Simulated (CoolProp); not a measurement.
Saturation properties of CH3F (R41).

Model: reference Helmholtz-energy equation of state, Lemmon 2006, in CoolProp. It is a short technical equation, of lower accuracy than the large ones.

```tsv
T (°C)	p (kPa)	liquid density (kg/m³)	liquid cp (kJ/(kg K))	vapour Z
-20.05	1136	741.3	2.345	0.8077
-17.45	1232	733.9	2.372	0.7974
-14.85	1334	726.2	2.401	0.7868
-12.35	1437	718.7	2.432	0.7762
-9.75	1551	710.7	2.466	0.7648
-7.15	1672	702.5	2.504	0.7529
-4.55	1800	694.1	2.546	0.7407
-2.05	1929	685.7	2.590	0.7284
0.55	2071	676.9	2.641	0.7152
3.15	2220	667.7	2.699	0.7015
5.75	2378	658.2	2.763	0.6872
8.25	2537	648.8	2.833	0.6729
10.85	2711	638.6	2.916	0.6574
13.45	2894	628.0	3.012	0.6412
15.95	3079	617.3	3.121	0.6249
```

It boils at -78.4 °C under 1 atm.
